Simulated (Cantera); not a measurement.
Charge: 1 mol (CH₃)₂SiCl₂, 0.059 mol C₂H₂, 1200 mol H₂, equilibrated at 900 °C.

These are equilibrium values from Cantera (NASA tables, ideal gas, pure condensed phases), not measurements of a reactor. Candidate condensed phases: C, C₆H₆, C₇H₈, C₈H₁₈, Si, SiC; 109 gas species. The feed counts by its element totals alone. Rates play no part.

Question: At 39.0 Torr, list the 3 most abundant gas species with their mole fractions, and the condensed phases.

Answer: H₂ 0.997, HCl 0.00166, CH₄ 0.000929. Condensed: SiC(s).
